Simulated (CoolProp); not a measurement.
Values from CoolProp's reference Helmholtz-energy equation of state, Lemmon 2006. It is a short technical equation, of lower accuracy than the large ones.

Q: For n-decane, give the phase and the cp (kJ/(kg K)), cv (kJ/(kg K)), Joule-Thomson coefficient (K/MPa), isothermal compressibility (1/MPa) at 365.3 K and 1.05 MPa.

A: 
- 365.3 K and 1.05 MPa: liquid; cp 2.46, cv 2.04, Joule-Thomson coefficient -0.344, isothermal compressibility 0.00181
